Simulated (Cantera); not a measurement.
## Stirred combustor or abatement burner

A perfectly stirred reactor is fed with CH₄ : C₂H₆ : C₃H₈ : O₂ : N₂ = 1 : 0.045 : 1.1 : 7.73 : 29.1 (molar parts), at 2.10 bar; it is adiabatic with a 450 K inlet, and is followed from long to short residence time, starting on the burning branch (τ in s: 0.15, 0.057, 0.021, 0.008, 0.003, 0.0011, 0.00041, 0.00015, 5.7e-05, 2.1e-05).

Cantera simulation using GRI-Mech 3.0 (53 species, 325 reactions); the numbers are that mechanism's predictions, not measurements. GRI-Mech 3.0 was tuned for natural gas; its chemistry of propane as a main component is partial and can be far from experiment.

| τ (s) | T (K) | x CH₄ | x C₂H₆ | x C₃H₈ | x NO₂ | x H₂ | x O₂ | x CO |
|---|---|---|---|---|---|---|---|---|
| 0.15 | 2338 | 3.68e-7 | 1.51e-9 | 3.84e-8 | 6.71e-7 | 0.00349 | 0.00748 | 0.0123 |
| 0.057 | 2333 | 8.89e-7 | 3.92e-9 | 9.84e-8 | 5.36e-7 | 0.00365 | 0.00804 | 0.0129 |
| 0.021 | 2320 | 2.06e-6 | 1.04e-8 | 2.54e-7 | 3.82e-7 | 0.00405 | 0.00904 | 0.0141 |
| 0.0080 | 2295 | 4.27e-6 | 2.64e-8 | 6.10e-7 | 2.56e-7 | 0.00480 | 0.0106 | 0.0164 |
| 0.0030 | 2253 | 8.53e-6 | 6.60e-8 | 1.42e-6 | 1.59e-7 | 0.00600 | 0.0128 | 0.0198 |
| 0.0011 | 2195 | 1.75e-5 | 1.63e-7 | 3.23e-6 | 9.24e-8 | 0.00765 | 0.0157 | 0.0241 |
| 0.00041 | 2125 | 3.76e-5 | 3.95e-7 | 7.26e-6 | 5.41e-8 | 0.00952 | 0.0191 | 0.0290 |
| 0.00015 | 2042 | 9.20e-5 | 1.02e-6 | 1.76e-5 | 3.17e-8 | 0.0114 | 0.0234 | 0.0349 |
| 5.7e-5 | 1945 | 0.000271 | 3.04e-6 | 4.97e-5 | 1.82e-8 | 0.0132 | 0.0303 | 0.0436 |
| 2.1e-5 | 450 | 0.0257 | 0.00115 | 0.0282 | <1e-12 | <1e-12 | 0.198 | <1e-12 |
x: mole fraction; the columns are a selection and need not sum to one.
